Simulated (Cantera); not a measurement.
## Equilibrium for thermal oxidation and active oxidation of silicon: Si + H2O + N2

Charge: 1 mol Si, 0.028 mol H2O, 23 mol N2, equilibrated at 1873 K.

Cantera equilibrium calculation (NASA polynomials, part measured and part estimated; ideal gas, pure solids and liquids). Candidate condensed phases: H2O, Si, SiO2, Si2N2O, Si3N4; 35 gas species. Mutual solubility and eutectic melting of coexisting phases are not modelled. The tables' values for SiN are old estimates; treat these amounts as uncertain. Kinetics and transport are ignored.

```tsv
P (Pa)	log p N2	log p Si	log p H	log p SiO	log p H2	n Si(l)	n Si3N4(s)	n Si2N2O(s)
0.100	-6.02	-7.39	-8.64	-8.93	-10.90	0	0	0
0.750	-5.14	-6.52	-7.79	-8.06	-9.20	0	0	0
5.60	-4.27	-5.65	-7.04	-7.19	-7.70	0	0	0
42	-3.39	-5.05	-6.44	-6.30	-6.50	0.453	0	0
320	-2.50	-5.05	-5.93	-5.41	-5.48	0.902	0	0
2400	-1.62	-5.05	-5.47	-4.54	-4.56	0.961	0	0
18000	-0.75	-5.60	-5.02	-3.65	-3.66	0	0.324	0
130000	0.11	-6.17	-4.59	-3.56	-2.79	0	0.316	0.0233
1000000	1.00	-6.76	-4.14	-3.86	-1.90	0	0.315	0.0277
```
log p: log10 of the partial pressure in bar; n: condensed amount in mol.

From 0.100 Pa to 5.60 Pa nothing is condensed. From 42.0 Pa to 24.0 mbar the condensed part is Si(l). At 0.180 bar the condensed part is Si3N4(s). From 1.30 bar to 10.0 bar the condensed part is Si2N2O(s) + Si3N4(s). The main Si-bearing gas is Si at 0.100 Pa and SiO at 10.0 bar.
